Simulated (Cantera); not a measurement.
Mixture: CH4 : C2H6 : O2 : N2 = 1 : 0.13 : 4.81 : 18.1 (molar parts), equivalence ratio 0.51, at 1000000 Pa, adiabatic and at constant volume. Ignition delay is the time to a rise of 400 K.

Computed with Cantera and GRI-Mech 3.0 (53 species, 325 reactions).

Q: Predict: delay at 1275 K; delay at 1475 K; delay at 1675 K; delay at 1875 K; delay at 2075 K; apparent activation energy between 1975 and 2175 K.

A: 
- delay at 1275 K: 0.349 ms
- delay at 1475 K: 48.4 µs
- delay at 1675 K: 11.0 µs
- delay at 1875 K: 3.51 µs
- delay at 2075 K: 1.52 µs
- apparent activation energy between 1975 and 2175 K: 130 kJ/mol
